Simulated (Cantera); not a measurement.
A perfectly stirred reactor is fed with H2 : O2 : N2 = 1 : 0.455 : 1.71 (molar parts), equivalence ratio 1.1, at 110000 Pa; it is adiabatic with a 600 K inlet, and is followed from long to short residence time, starting on the burning branch (τ in s: 0.094, 0.035, 0.013, 0.0048, 0.0018, 0.00066, 0.00024, 9.1e-05, 3.4e-05).

Computed with Cantera and the H2/O2 subset of GRI-Mech 3.0, which has no nitrogen chemistry.

**Question.** What does this change do: pressure from 110000 Pa to 280000 Pa?

**Answer.** 
```csv
quantity,before,after
"blow-out, bracketed by the residence times tried","burning at 34.0 µs, the shortest tried","burning at 34.0 µs, the shortest tried"
x(H2) at τ = 94.0 ms,0.0422,0.0396
x(O2) at τ = 94.0 ms,0.00318,0.00207
x(H) at τ = 94.0 ms,0.00645,0.00455
x(OH) at τ = 94.0 ms,0.0105,0.00843
x(O) at τ = 94.0 ms,0.00104,0.000627
x(H2) at τ = 1.80 ms,0.0494,0.0425
x(O2) at τ = 1.80 ms,0.00674,0.00335
x(H) at τ = 1.80 ms,0.0129,0.00642
x(OH) at τ = 1.80 ms,0.0147,0.0104
x(O) at τ = 1.80 ms,0.00257,0.00103
```
The hydrogen kinetics of GRI-Mech 3.0 are dated; newer H2 mechanisms differ, most at raised pressure.
